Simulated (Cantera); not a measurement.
## Thermodynamics of abatement and gas-phase synthesis, feed NH3 + O2

Input: 1 mol NH3, 0.15 mol O2, at 17.0 Pa.

Method: chemical equilibrium by Gibbs-energy minimisation in Cantera with the NASA 1993 tables (ideal gas, pure condensed phases). Candidate condensed phases: H2O; 47 gas species. Ions and electrons are included (thermal ionisation). Rates play no part.

| T (K) | log p H | log p N | log p N2 | log p H2 | log p O | log p OH | log p H2O |
|---|---|---|---|---|---|---|---|
| 2500 | -3.96 | -8.83 | -4.59 | -4.72 | -5.01 | -5.59 | -5.67 |
| 3000 | -3.88 | -7.18 | -4.65 | -6.15 | -4.88 | -6.94 | -8.73 |
| 3500 | -3.87 | -5.99 | -4.66 | -7.29 | -4.87 | -8.06 | -11.14 |
| 4000 | -3.88 | -5.12 | -4.74 | -8.17 | -4.88 | -8.92 | -12.97 |
| 4500 | -3.91 | -4.59 | -5.10 | -8.89 | -4.91 | -9.63 | -14.46 |
| 5000 | -3.92 | -4.43 | -5.90 | -9.46 | -4.92 | -10.19 | -15.64 |
log p: log10 of the partial pressure in bar; nothing condenses.

From 2500 K to 5000 K nothing is condensed.
